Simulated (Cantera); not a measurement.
**Ta2O5 + H2 (hydrogen reduction and annealing atmospheres)**

A closed system holds: 1 mol Ta2O5, 0.73 mol H2, equilibrated at 21.0 Torr.

Cantera equilibrium calculation (NASA polynomials, part measured and part estimated; ideal gas, pure solids and liquids). Candidate condensed phases: H2O, Ta, Ta2O5; 12 gas species. Mutual solubility and eutectic melting of coexisting phases are not modelled. Condensed phases not in the tables: N, O or C dissolved in the metal. Rates play no part.

```csv
T (K),x H2,x H,x H2O,x TaO2,x TaO,x OH,x O,n Ta2O5(s),n Ta(s)
825,1.00,4.74e-11,3.41e-9,<1e-12,<1e-12,<1e-12,<1e-12,1.00,0
1025,1.00,2.60e-8,3.08e-7,<1e-12,<1e-12,<1e-12,<1e-12,1.00,0
1225,1.000,1.86e-6,6.04e-6,<1e-12,<1e-12,<1e-12,<1e-12,1.000,0
1425,1.000,4.08e-5,4.97e-5,2.44e-11,5.46e-12,4.43e-11,<1e-12,1.000,0
1625,0.999,0.000421,0.000237,1.14e-8,2.34e-9,4.21e-9,1.46e-12,1.000,0
1825,0.997,0.00263,0.000785,1.32e-6,2.58e-7,1.45e-7,2.93e-10,1.000,0.000229
2025,0.986,0.0114,0.00201,5.77e-5,1.10e-5,2.44e-6,2.05e-8,1.000,0.000578
```
x: gas mole fraction; n: condensed amount in mol.

From 825 K to 1625 K the condensed part is Ta2O5(s). From 1825 K to 2025 K the condensed part is Ta(s) + Ta2O5(s).
